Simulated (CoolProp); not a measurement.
Properties of dimethyl ether along the isotherm 271.1 K.

Computed with CoolProp (reference Helmholtz-energy equation of state, Wu 2011).

| p (kPa) | phase | density (kg/m³) | cp (kJ/(kg K)) | speed of sound (m/s) | viscosity (µPa s) | fugacity coefficient |
|---|---|---|---|---|---|---|
| 728 | liquid | 703.7 | 2.309 | 1025 | 164 | 0.3239 |
| 1460 | liquid | 704.8 | 2.305 | 1031 | 165 | 0.1650 |
| 2180 | liquid | 705.8 | 2.301 | 1037 | 166 | 0.1128 |
| 2910 | liquid | 706.8 | 2.296 | 1043 | 166 | 0.08631 |
| 3640 | liquid | 707.8 | 2.292 | 1048 | 167 | 0.07047 |
| 4370 | liquid | 708.9 | 2.288 | 1054 | 168 | 0.05995 |
| 5090 | liquid | 709.8 | 2.285 | 1060 | 169 | 0.05255 |
| 5820 | liquid | 710.8 | 2.281 | 1065 | 170 | 0.04693 |
| 6550 | liquid | 711.8 | 2.277 | 1071 | 171 | 0.04259 |
| 7280 | liquid | 712.7 | 2.274 | 1076 | 172 | 0.03913 |
| 8000 | liquid | 713.7 | 2.271 | 1081 | 173 | 0.03635 |

Viscosity comes from a separate model (Meng 2012).
